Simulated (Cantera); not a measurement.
Roasting and sulfation: Fe₂O₃ + H₂S + H₂O

Feed: 1 mol Fe₂O₃, 0.46 mol H₂S, 0.054 mol H₂O, held at 27.8 Torr.

Cantera equilibrium calculation (NASA polynomials, part measured and part estimated; ideal gas, pure solids and liquids). Candidate condensed phases: Fe, FeO, Fe(OH)₂, Fe(OH)₃, FeS, FeSO₄, FeS₂, Fe₂O₃, Fe₂(SO₄)₃, Fe₃O₄, H₂O, H₂SO₄, S; 22 gas species. Metal and sulfide melt together well below either melting point, which pure phases cannot show. Mutual solubility and eutectic melting of coexisting phases are not modelled. The tables' stoichiometric FeO is somewhat more stable than real wüstite, so its field is too wide. FeO, FeS: taken at fixed stoichiometry. Gases not in the tables: S₃ to S₇. Kinetics and transport are ignored.

| T (K) | x H₂O | x SO₂ | x S₂ | x H₂ | x H₂S | x S₂O | x SO | n FeS₂(s) | n Fe₃O₄(s) | n FeS(s) | n FeO(s) |
|---|---|---|---|---|---|---|---|---|---|---|---|
| 673 | 0.882 | 0.116 | 6.93e-5 | 3.51e-5 | 0.00139 | 8.35e-6 | 3.82e-9 | 0.196 | 0.601 | 0 | 0 |
| 723 | 0.880 | 0.116 | 0.000338 | 0.000115 | 0.00339 | 2.61e-5 | 2.55e-8 | 0.195 | 0.602 | 0 | 0 |
| 773 | 0.875 | 0.116 | 0.00135 | 0.000327 | 0.00739 | 7.06e-5 | 1.34e-7 | 0.193 | 0.602 | 0 | 0 |
| 823 | 0.768 | 0.216 | 0.00512 | 0.000545 | 0.0103 | 0.000251 | 8.03e-7 | 0 | 0.565 | 0.304 | 0 |
| 873 | 0.767 | 0.214 | 0.00699 | 0.00102 | 0.0107 | 0.000306 | 2.40e-6 | 0 | 0.566 | 0.302 | 0 |
| 923 | 0.765 | 0.213 | 0.00926 | 0.00181 | 0.0112 | 0.000366 | 6.34e-6 | 0 | 0.567 | 0.299 | 0 |
| 973 | 0.763 | 0.210 | 0.0119 | 0.00301 | 0.0116 | 0.000429 | 1.52e-5 | 0 | 0.568 | 0.297 | 0 |
| 1023 | 0.759 | 0.208 | 0.0150 | 0.00479 | 0.0120 | 0.000495 | 3.34e-5 | 0 | 0.569 | 0.294 | 0 |
| 1073 | 0.755 | 0.206 | 0.0185 | 0.00729 | 0.0124 | 0.000563 | 6.80e-5 | 0 | 0.570 | 0.290 | 0 |
| 1123 | 0.750 | 0.203 | 0.0223 | 0.0107 | 0.0128 | 0.000633 | 0.000130 | 0 | 0.571 | 0.286 | 0 |
| 1173 | 0.744 | 0.200 | 0.0265 | 0.0152 | 0.0131 | 0.000702 | 0.000235 | 0 | 0.573 | 0.281 | 0 |
| 1223 | 0.736 | 0.198 | 0.0310 | 0.0209 | 0.0133 | 0.000771 | 0.000403 | 0 | 0.575 | 0.276 | 0 |
| 1273 | 0.562 | 0.349 | 0.0570 | 0.0183 | 0.0111 | 0.00160 | 0.000998 | 0 | 0 | 0.0437 | 1.96 |
| 1323 | 0.548 | 0.334 | 0.0764 | 0.0250 | 0.0128 | 0.00192 | 0.00162 | 0 | 0 | 0.0164 | 1.98 |
x: gas mole fraction; n: condensed amount in mol.

From 673 K to 773 K the condensed part is FeS₂(s) + Fe₃O₄(s). From 823 K to 1223 K the condensed part is FeS(s) + Fe₃O₄(s). From 1273 K to 1323 K the condensed part is FeO(s) + FeS(s).
